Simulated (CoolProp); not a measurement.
R236EA at 293.15 K and 0.054 MPa is throttled through a valve to 0.00799 MPa with no heat exchange. Each further row changes one setting.

Model: reference Helmholtz-energy equation of state, Rui 2013, in CoolProp.

```tsv
case	temperature change (K)	final density (kg/m³)
as stated	-1.1	0.502
outlet pressure 0.0024 MPa	___	___
outlet pressure 0.0104 MPa	-1.1	___
```

Complete the blanks.


- outlet pressure 0.0024 MPa, temperature change (K): -1.3
- outlet pressure 0.0024 MPa, final density (kg/m³): 0.150
- outlet pressure 0.0104 MPa, final density (kg/m³): 0.654
